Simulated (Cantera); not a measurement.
# Hydrocarbon pyrolysis for carbon deposition

An isothermal, constant-pressure homogeneous reactor starts with C₂H₆ : N₂ = 1 : 23 (molar parts), at 1000 K and 1.10 bar.

Computed with Cantera and GRI-Mech 3.0 (53 species, 325 reactions). GRI-Mech 3.0 stops at C3 and has no aromatics, soot or wall deposition, so with more carbon than oxygen in the feed, carbon stays in small species such as C2H2 where larger ones or solid carbon would form.

```json
[
 {"t (s)": "0.000600", "x C₂H₆": "0.0417", "x CH₂": "<1e-12", "x HCN": "<1e-12", "x C₂H₄": "4.57e-8", "x H": "2.81e-10", "x C₂H": "<1e-12", "x CH₃": "2.30e-8"},
 {"t (s)": "0.00141", "x C₂H₆": "0.0417", "x CH₂": "<1e-12", "x HCN": "<1e-12", "x C₂H₄": "3.99e-7", "x H": "9.48e-10", "x C₂H": "<1e-12", "x CH₃": "2.74e-8"},
 {"t (s)": "0.00331", "x C₂H₆": "0.0417", "x CH₂": "<1e-12", "x HCN": "<1e-12", "x C₂H₄": "2.83e-6", "x H": "2.59e-9", "x C₂H": "<1e-12", "x CH₃": "2.88e-8"},
 {"t (s)": "0.00779", "x C₂H₆": "0.0416", "x CH₂": "<1e-12", "x HCN": "<1e-12", "x C₂H₄": "1.72e-5", "x H": "6.27e-9", "x C₂H": "<1e-12", "x CH₃": "3.53e-8"},
 {"t (s)": "0.0183", "x C₂H₆": "0.0416", "x CH₂": "<1e-12", "x HCN": "<1e-12", "x C₂H₄": "9.27e-5", "x H": "1.32e-8", "x C₂H": "<1e-12", "x CH₃": "6.34e-8"},
 {"t (s)": "0.0430", "x C₂H₆": "0.0412", "x CH₂": "<1e-12", "x HCN": "<1e-12", "x C₂H₄": "0.000401", "x H": "1.97e-8", "x C₂H": "<1e-12", "x CH₃": "1.07e-7"},
 {"t (s)": "0.101", "x C₂H₆": "0.0403", "x CH₂": "<1e-12", "x HCN": "<1e-12", "x C₂H₄": "0.00125", "x H": "2.09e-8", "x C₂H": "<1e-12", "x CH₃": "1.12e-7"},
 {"t (s)": "0.237", "x C₂H₆": "0.0383", "x CH₂": "<1e-12", "x HCN": "<1e-12", "x C₂H₄": "0.00318", "x H": "2.12e-8", "x C₂H": "<1e-12", "x CH₃": "1.05e-7"},
 {"t (s)": "0.558", "x C₂H₆": "0.0339", "x CH₂": "<1e-12", "x HCN": "<1e-12", "x C₂H₄": "0.00730", "x H": "2.16e-8", "x C₂H": "<1e-12", "x CH₃": "9.05e-8"},
 {"t (s)": "1.31", "x C₂H₆": "0.0258", "x CH₂": "<1e-12", "x HCN": "<1e-12", "x C₂H₄": "0.0149", "x H": "2.16e-8", "x C₂H": "<1e-12", "x CH₃": "6.76e-8"},
 {"t (s)": "3.08", "x C₂H₆": "0.0149", "x CH₂": "<1e-12", "x HCN": "<1e-12", "x C₂H₄": "0.0250", "x H": "1.95e-8", "x C₂H": "<1e-12", "x CH₃": "4.15e-8"},
 {"t (s)": "7.24", "x C₂H₆": "0.00679", "x CH₂": "<1e-12", "x HCN": "<1e-12", "x C₂H₄": "0.0321", "x H": "1.50e-8", "x C₂H": "<1e-12", "x CH₃": "2.38e-8"},
 {"t (s)": "17.0", "x C₂H₆": "0.00395", "x CH₂": "<1e-12", "x HCN": "<1e-12", "x C₂H₄": "0.0341", "x H": "1.18e-8", "x C₂H": "<1e-12", "x CH₃": "1.88e-8"},
 {"t (s)": "40.0", "x C₂H₆": "0.00349", "x CH₂": "<1e-12", "x HCN": "<1e-12", "x C₂H₄": "0.0336", "x H": "1.08e-8", "x C₂H": "<1e-12", "x CH₃": "2.23e-8"}
]
```
x: mole fraction; the columns are a selection and need not sum to one.

Equilibrium at this temperature and pressure: C₂H₆ 9.04e-5, CH₂ <1e-12, HCN 0.0137, C₂H₄ 0.00733, H 1.41e-10, C₂H <1e-12, CH₃ 2.69e-8 (gas phase only).
